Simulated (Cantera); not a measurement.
Feed: 1 mol Fe2O3, 0.91 mol H2, held at 101000 Pa.

Method: chemical equilibrium by Gibbs-energy minimisation in Cantera with the NASA 1993 tables (ideal gas, pure condensed phases). Candidate condensed phases: Fe, FeO, Fe(OH)2, Fe(OH)3, Fe2O3, Fe3O4, H2O; 12 gas species. Mutual solubility and eutectic melting of coexisting phases are not modelled. The tables' stoichiometric FeO is somewhat more stable than real wüstite, so its field is too wide. FeO: taken at fixed stoichiometry. The numbers say what is thermodynamically allowed, not how fast it happens. All values below are at 1223 K.

Base state: H2O 0.964, H2 0.0356 (mole fractions); condensed: FeO(s) + Fe3O4(s).

Task: What changes in the equilibrium state with this change: 0.032 mol H2S added?

Result: 
```json
[
 {"species": "H2O", "before": "0.964", "after": "0.946"},
 {"species": "H2", "before": "0.0356", "after": "0.0349"},
 {"species": "H2S", "before": "0", "after": "0.0157"},
 {"species": "SO2", "before": "0", "after": "0.00303"},
 {"species": "S2", "before": "0", "after": "0.000565"},
 {"species": "SH", "before": "0", "after": "1.87e-5"},
 {"species": "S2O", "before": "0", "after": "1.08e-5"},
 {"species": "FeO(s), mol", "before": "1.63", "after": "1.65"},
 {"species": "Fe3O4(s), mol", "before": "0.122", "after": "0.113"},
 {"species": "FeS(s), mol", "before": "0", "after": "0.0132"}
]
```
Metal and sulfide melt together well below either melting point, which pure phases cannot show. FeO, FeS: taken at fixed stoichiometry. Gases not in the tables: S3 to S7. Further candidate phases: FeS, FeSO4, FeS2, Fe2(SO4)3, H2SO4, S.
